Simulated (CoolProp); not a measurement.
R1224YDZ at 293.15 K and 0.811 MPa is throttled through a valve to 0.13 MPa with no heat exchange. Each further row changes one setting.

The numbers come from the reference Helmholtz-energy equation of state, Akasaka 2023 in CoolProp.

```json
[
 {"case": "as stated", "temperature change (K)": "+0.2", "final phase": "liquid", "final density (kg/m³)": "1370"},
 {"case": "outlet pressure 0.039 MPa", "temperature change (K)": "-27.6", "final phase": "two-phase, vapour fraction 0.172", "final density (kg/m³)": "15.5"},
 {"case": "outlet pressure 0.169 MPa", "temperature change (K)": "+0.2", "final phase": "liquid", "final density (kg/m³)": "1370"}
]
```
